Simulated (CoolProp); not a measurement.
Properties of octamethyltrisiloxane (MDM) at several states (Tc = 565.4 K, pc = 1438 kPa, ω = 0.528).

Computed with CoolProp (reference Helmholtz-energy equation of state, Thol 2017).

```json
[
 {"T (K)": "371.6", "p (kPa)": "13.4", "phase": "gas", "Z": "0.9846", "cv (kJ/(kg K))": "1.565", "speed of sound (m/s)": "[?]", "fugacity coefficient": "0.9849"},
 {"T (K)": "305.3", "p (kPa)": "193", "phase": "liquid", "Z": "0.02225", "cv (kJ/(kg K))": "1.487", "speed of sound (m/s)": "893.3", "fugacity coefficient": "0.004158"},
 {"T (K)": "313.6", "p (kPa)": "2040", "phase": "liquid", "Z": "[?]", "cv (kJ/(kg K))": "[?]", "speed of sound (m/s)": "880.6", "fugacity coefficient": "0.0007937"},
 {"T (K)": "350", "p (kPa)": "243", "phase": "liquid", "Z": "0.02591", "cv (kJ/(kg K))": "[?]", "speed of sound (m/s)": "[?]", "fugacity coefficient": "0.03312"}
]
```

Problem. Fill in the missing entries.

Solution. 
- 371.6, speed of sound (m/s): 113.9
- 313.6, Z: 0.2305
- 313.6, cv (kJ/(kg K)): 1.507
- 350, cv (kJ/(kg K)): 1.595
- 350, speed of sound (m/s): 745.1
